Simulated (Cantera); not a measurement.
**Thermodynamics of hydrogen reduction and annealing atmospheres, feed NiS + H2**

Charge: 1 mol NiS, 55 mol H2, at 28.0 Pa.

Cantera equilibrium calculation (NASA polynomials, part measured and part estimated; ideal gas, pure solids and liquids). Candidate condensed phases: Ni, NiS, NiS2, Ni3S2, Ni3S4, S; 9 gas species. Metal and sulfide melt together well below either melting point, which pure phases cannot show. Mutual solubility and eutectic melting of coexisting phases are not modelled. Gases not in the tables: S3 to S7. Rates play no part.

From 875 K to 1025 K the condensed part is Ni3S2(s). At 1100 K the condensed part is Ni3S2(l). From 1175 K to 1325 K the condensed part is Ni(s) + Ni3S2(l). From 1400 K to 1700 K the condensed part is Ni(s). At 1775 K nothing is condensed.

| T (K) | log p H2 | log p H | log p Ni | log p H2S | n Ni3S2(s) | n Ni3S2(l) | n Ni(s) |
|---|---|---|---|---|---|---|---|
| 875 | -3.56 | -12.08 | <-15 | -5.77 | 0.333 | 0 | 0 |
| 950 | -3.56 | -11.03 | <-15 | -5.77 | 0.333 | 0 | 0 |
| 1025 | -3.56 | -10.14 | -14.26 | -5.77 | 0.333 | 0 | 0 |
| 1100 | -3.56 | -9.37 | -12.68 | -5.78 | 0 | 0.333 | 0 |
| 1175 | -3.56 | -8.69 | -11.36 | -5.74 | 0 | 0.307 | 0.0800 |
| 1250 | -3.56 | -8.09 | -10.23 | -5.65 | 0 | 0.226 | 0.322 |
| 1325 | -3.56 | -7.57 | -9.23 | -5.59 | 0 | 0.0414 | 0.876 |
| 1400 | -3.56 | -7.09 | -8.34 | -5.70 | 0 | 0 | 0.999 |
| 1475 | -3.56 | -6.67 | -7.54 | -5.84 | 0 | 0 | 0.992 |
| 1550 | -3.56 | -6.28 | -6.82 | -5.98 | 0 | 0 | 0.964 |
| 1625 | -3.56 | -5.93 | -6.16 | -6.13 | 0 | 0 | 0.848 |
| 1700 | -3.57 | -5.61 | -5.57 | -6.28 | 0 | 0 | 0.421 |
| 1775 | -3.57 | -5.33 | -5.33 | -6.43 | 0 | 0 | 0 |
log p: log10 of the partial pressure in bar; n: condensed amount in mol.
